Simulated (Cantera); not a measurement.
An adiabatic, constant-pressure homogeneous reactor starts with 3.24 % CH4, 9.97 % O2, 86.8 % N2, equivalence ratio 0.65, at 1600 K and 1.00 atm.

Cantera simulation using GRI-Mech 3.0 (53 species, 325 reactions); the numbers are that mechanism's predictions, not measurements.

One state of this run: T (K) = 2247; x CH4 = <1e-12; x O2 = 0.0320; x CH3 = <1e-12; x CH2O = <1e-12; x CO2 = 0.0309. x: mole fraction; the columns are a selection and need not sum to one.

Question: Which value of t (s) does it belong to?
A) 6.00e-6
B) 0.487
C) 7.40e-5
D) 0.000912

Answer: B, 0.487
